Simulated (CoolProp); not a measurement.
Ammonia at several states: density (kg/m³) from the reference equation and from simpler models built on Tc = 132.4 °C, pc = 113.6 bar, ω = 0.256; each cubic takes its own stable root.

Computed with CoolProp (reference Helmholtz-energy equation of state, Gao 2020).

```json
[
 {"T (°C)": "333.25", "p (bar)": "1.86", "phase": "gas", "reference": "0.6291", "van der Waals": "0.6294", "Redlich-Kwong": "0.6293", "Soave-Redlich-Kwong": "0.6290", "Peng-Robinson": "0.6292"},
 {"T (°C)": "79.05", "p (bar)": "4.88", "phase": "gas", "reference": "2.917", "van der Waals": "2.890", "Redlich-Kwong": "2.903", "Soave-Redlich-Kwong": "2.906", "Peng-Robinson": "2.912"},
 {"T (°C)": "6.05", "p (bar)": "0.252", "phase": "gas", "reference": "0.1855", "van der Waals": "0.1852", "Redlich-Kwong": "0.1853", "Soave-Redlich-Kwong": "0.1853", "Peng-Robinson": "0.1853"},
 {"T (°C)": "5.35", "p (bar)": "0.689", "phase": "gas", "reference": "0.5116", "van der Waals": "0.5090", "Redlich-Kwong": "0.5097", "Soave-Redlich-Kwong": "0.5101", "Peng-Robinson": "0.5102"},
 {"T (°C)": "30.35", "p (bar)": "329", "phase": "liquid", "reference": "621.9", "van der Waals": "345.4", "Redlich-Kwong": "481.9", "Soave-Redlich-Kwong": "495.6", "Peng-Robinson": "558.3"}
]
```
